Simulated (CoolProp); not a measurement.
The numbers come from the reference Helmholtz-energy equation of state, Lemmon 2003 in CoolProp. It is a pseudo-pure fit of the blend.

For R410A, give the phase and the Z, speed of sound (m/s), Joule-Thomson coefficient (K/MPa), isothermal compressibility (1/MPa) at 226.85 °C and 9.8 MPa; 226.85 °C and 34.3 MPa; 226.85 °C and 49 MPa.


- 226.85 °C and 9.8 MPa: supercritical; Z 0.842, speed of sound 234, Joule-Thomson coefficient 3.34, isothermal compressibility 0.117
- 226.85 °C and 34.3 MPa: supercritical; Z 0.894, speed of sound 352, Joule-Thomson coefficient 0.616, isothermal compressibility 0.0172
- 226.85 °C and 49 MPa: supercritical; Z 1.07, speed of sound 444, Joule-Thomson coefficient 0.154, isothermal compressibility 0.00867
